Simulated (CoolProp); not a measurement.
R1234yf at several states: density (kg/m³) from the reference equation and from simpler models built on Tc = 367.8 K, pc = 33.84 bar, ω = 0.276; each cubic takes its own stable root.

Model: reference Helmholtz-energy equation of state, Lemmon 2022, in CoolProp.

```tsv
T (K)	p (bar)	phase	reference
388.7	0.669	gas	2.374
317.1	2.49	gas	11.27
395.5	18.3	gas	75.75
389.4	0.151	gas	0.5326
254.6	4.07	liquid	1233
```

Q: How far does each simpler model (van der Waals, Redlich-Kwong, Soave-Redlich-Kwong, Peng-Robinson) lie from the reference over these 5 states: mean and median of the absolute difference, and the worst?

A: 
- van der Waals: mean 20.1 %, median 1.1 %, worst -98.0 % at 254.6 K and 4.07 bar
- Redlich-Kwong: mean 3.1 %, median 0.3 %, worst -14.5 % at 254.6 K and 4.07 bar
- Soave-Redlich-Kwong: mean 2.4 %, median 0.3 %, worst -10.8 % at 254.6 K and 4.07 bar
- Peng-Robinson: mean 0.5 %, median 0.1 %, worst +1.4 % at 395.5 K and 18.3 bar

At some of these states van der Waals gives the other phase, because its saturation line lies elsewhere.
